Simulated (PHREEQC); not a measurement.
A solution holds 0.014 mol MgCl2, 0.00013 mol Na2HPO4 and 1.7e-06 mol H4SiO4 per kg of water, at 25 °C. Closed to the air; pH follows from the charge balance.

The numbers come from PHREEQC with the ion-association model, phreeqc.dat.

Each row changes one thing in this solution. This is a speciation only: nothing precipitates in the calculation.

| case | pH | MgOH+ (mol/kgw) | H3SiO4- (mol/kgw) | SI of Quartz (SiO2) |
|---|---|---|---|---|
| as made | 7.57 | 1.11e-6 | 1.12e-8 | -1.79 |
| MgCl2 from 0.014 to 0.0014 mol/kgw | 7.95 | 3.58e-7 | 2.39e-8 | -1.79 |
| Na2HPO4 left out | 6.72 | 1.58e-7 | 1.59e-9 | -1.78 |
| MgCl2 from 0.014 to 0.0126 mol/kgw | 7.58 | 1.06e-6 | 1.15e-8 | -1.79 |

Species that the database lacks are ignored.
